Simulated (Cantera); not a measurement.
Input (Python, Cantera) and output of one run.

```python
import numpy as np
import cantera as ct

gas_names = """
    CL CL2 H HCL H2 Ti TiCL TiCL2 TiCL3 TiCL4
""".split()
cond_names = """
    Ti(a) Ti(b) Ti(L) TiCL2(s) TiCL3(s) TiCL4(L)
""".split()


# ... load() reads the species with a 1 bar reference pressure and builds the phases ...
atoms = {
    'TiCl4': {'Ti': 1, 'CL': 4},
    'H2': {'H': 2},
}
top_T = {'TiCL2(s)': 1300, 'TiCL3(s)': 1000}  # K; cautious upper limits of use, not melting points


# ... equilibrate(T, P, feed) seeds the gas with the atoms and calls Mixture.equilibrate('TP', solver="vcs", rtol=1e-11, max_steps=5000) ...
results = []
feed = {'TiCl4': 1, 'H2': 7.4}  # mol
T = 1025  # K
P = 24000  # Pa
mix = equilibrate(T, P, feed)
results.append((T, P, feed, dict(zip(mix.species_names, mix.species_moles))))
x = sorted(zip(gas.X, gas.species_names), reverse=True)
print(f"T = {T:g} K  P = {P:g} Pa  gas = {mix.phase_moles(0):.4g} mol")
print("   x: " + "  ".join(f"{s} {v:.3e}" for v, s in x if v > 0.0001))
print("   condensed (mol): " + ("  ".join(f"{mix.phase(i).name} {mix.phase_moles(i):.4g}"
      for i in range(1, mix.n_phases) if mix.phase_moles(i) > 1e-12) or "none"))
```

Result:

```
T = 1025 K  P = 24000 Pa  gas = 8.498 mol
   x: H2 8.593e-01  TiCL4 9.467e-02  HCL 2.301e-02  TiCL3 2.301e-02
   condensed (mol): none
```

These are equilibrium values from Cantera (NASA tables, ideal gas, pure condensed phases), not measurements of a reactor.
